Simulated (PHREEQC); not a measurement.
Dissolve 0.0057 mol CdCl2, 0.26 mol ZnCl2 and 0.013 mol NaBF4 per kg of water at 20 °C. Closed to the air; pH follows from the charge balance.

Computed with PHREEQC (ion-association model, phreeqc.dat).

```json
{
  "pH": "2.76",
  "ionic_strength": "0.685 mol/kgw",
  "activity_of_water": "0.987",
  "density": "1.032 g/cm³",
  "total_alkalinity": "-39.0 meq/kg"
}
```

```
species  molality  activity   log γ
-------  --------  --------  ------
Cl-         0.453     0.286  -0.199
Zn+2        0.208    0.0405  -0.711
ZnCl+      0.0396    0.0249  -0.201
Na+        0.0130   0.00936  -0.143
BF4-       0.0105   0.00784  -0.125
ZnCl2     0.00626   0.00733   0.068
ZnCl3-    0.00363   0.00229  -0.201
HF        0.00303   0.00354   0.068
CdCl+     0.00280   0.00210  -0.125
F-        0.00244   0.00149  -0.215
H+        0.00229   0.00173  -0.122
```

This is a speciation only: nothing precipitates in the calculation. Species that the database lacks are ignored. Real BF4- forms and hydrolyses slowly; the run takes it at equilibrium.
